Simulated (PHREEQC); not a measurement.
Consider water at 20 °C with 2.2 mmol/kgw HF and 2 mmol/kgw NaF. Closed to the air; pH follows from the charge balance.

The numbers come from PHREEQC with the ion-association model, phreeqc.dat.

```csv
quantity,before,after
pH,3.30,3.58
ionic strength (mol/kgw),0.00253,0.00857
F- (mol/kgw),0.00251,0.00291
HF (mol/kgw),0.00165,0.000962
HF2- (mol/kgw),1.53e-5,1.03e-5
NaF (mol/kgw),2.59e-6,2.75e-6
```

Question: Which change was made?
A) temperature from 20 to 80 °C
B) NaF from 0.002 to 0.001 mol/kgw
C) HF from 0.0022 to 0.00242 mol/kgw
D) HF replaced by (NH4)2SiF6 at the same molality
E) NaF from 0.002 to 0.004 mol/kgw

Answer: D, HF replaced by (NH4)2SiF6 at the same molality

Precipitation was switched off in this run. Some of these states are supersaturated (in Quartz (slow to form), Chalcedony (slow to form), for instance). SiF6-2 is the database's only silicon fluoride.
